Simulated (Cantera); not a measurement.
A perfectly stirred reactor is fed with CH₄ : H₂ : O₂ : N₂ = 1 : 0.13 : 4.21 : 15.8 (molar parts), equivalence ratio 0.49, at 1800000 Pa; it is adiabatic with a 525 K inlet, and is followed from long to short residence time, starting on the burning branch (τ in s: 0.035, 0.018, 0.0091, 0.0046, 0.0024, 0.0012, 0.00061, 0.00031, 0.00016, 7.9e-05, 4e-05, 2e-05, 1e-05).

Cantera simulation using GRI-Mech 3.0 (53 species, 325 reactions); the numbers are that mechanism's predictions, not measurements. The pressure lies above the range GRI-Mech 3.0 was tuned for (to about 10 atm).

Question: What does this change do: inlet temperature 525 to 773 K?

Answer: 
```tsv
quantity	before	after
blow-out, bracketed by the residence times tried	burning at 1.20 ms, out at 0.610 ms	burning at 0.160 ms, out at 79.0 µs
x(CH₄) at τ = 35.0 ms	1.70e-5	4.38e-6
x(H₂) at τ = 35.0 ms	8.36e-6	1.05e-5
x(O₂) at τ = 35.0 ms	0.102	0.102
x(CO) at τ = 35.0 ms	0.000167	6.82e-5
x(OH) at τ = 35.0 ms	0.000137	0.000421
x(CH₄) at τ = 0.610 ms	0.0473	0.000124
x(H₂) at τ = 0.610 ms	0.00615	0.000121
x(O₂) at τ = 0.610 ms	0.199	0.103
x(CO) at τ = 0.610 ms	<1e-12	0.00173
x(OH) at τ = 0.610 ms	<1e-12	0.000741
```
